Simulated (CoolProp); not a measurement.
Nitrogen at 261.18 K and 0.32 MPa is compressed adiabatically to 1.85 MPa with isentropic efficiency 0.8. Each further row changes one setting.

The numbers come from the reference Helmholtz-energy equation of state, Span 2000 in CoolProp.

| case | work (kJ/kg) | final temperature (K) | final density (kg/m³) |
|---|---|---|---|
| as stated | … | … | 13.1 |
| efficiency 1 | … | 431.6 | … |
| efficiency 0.65 | … | … | 11.9 |

Fill in the missing entries.


- as stated, work (kJ/kg): 221
- as stated, final temperature (K): 473.3
- efficiency 1, work (kJ/kg): 177
- efficiency 1, final density (kg/m³): 14.4
- efficiency 0.65, work (kJ/kg): 272
- efficiency 0.65, final temperature (K): 521.2
